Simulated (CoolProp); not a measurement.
Vapour-liquid equilibrium of R134a (1) + R227EA (2) at 0.422 bar; x and y are mole fractions of (1).

Values from CoolProp's multi-fluid Helmholtz-energy mixture model, Tillner-Roth 1994 and Lemmon 2016; pair parameters Bell 2016.

```json
[
 {"x": "0.05", "bubble temperature (°C)": "-35.7", "y at the bubble point": "0.088", "dew temperature at overall composition x (°C)": "-35.3", "liquid density (mol/L)": "9.619"},
 {"x": "0.2", "bubble temperature (°C)": "-37.8", "y at the bubble point": "0.307", "dew temperature at overall composition x (°C)": "-36.8", "liquid density (mol/L)": "10.15"},
 {"x": "0.35", "bubble temperature (°C)": "-39.5", "y at the bubble point": "0.476", "dew temperature at overall composition x (°C)": "[?]", "liquid density (mol/L)": "10.73"},
 {"x": "0.5", "bubble temperature (°C)": "-40.8", "y at the bubble point": "[?]", "dew temperature at overall composition x (°C)": "-39.7", "liquid density (mol/L)": "[?]"},
 {"x": "0.65", "bubble temperature (°C)": "-41.9", "y at the bubble point": "0.735", "dew temperature at overall composition x (°C)": "-41.1", "liquid density (mol/L)": "12.06"},
 {"x": "0.8", "bubble temperature (°C)": "-42.7", "y at the bubble point": "0.848", "dew temperature at overall composition x (°C)": "-42.4", "liquid density (mol/L)": "[?]"},
 {"x": "0.95", "bubble temperature (°C)": "-43.4", "y at the bubble point": "0.961", "dew temperature at overall composition x (°C)": "-43.4", "liquid density (mol/L)": "[?]"}
]
```

Complete the blanks.


- 0.35, dew temperature at overall composition x (°C): -38.2
- 0.5, y at the bubble point: 0.615
- 0.5, liquid density (mol/L): 11.36
- 0.8, liquid density (mol/L): 12.83
- 0.95, liquid density (mol/L): 13.69

No azeotrope shows between x = 0.05 and 0.95.

The pair parameters rest on a limited set of measurements; away from them the model extrapolates.
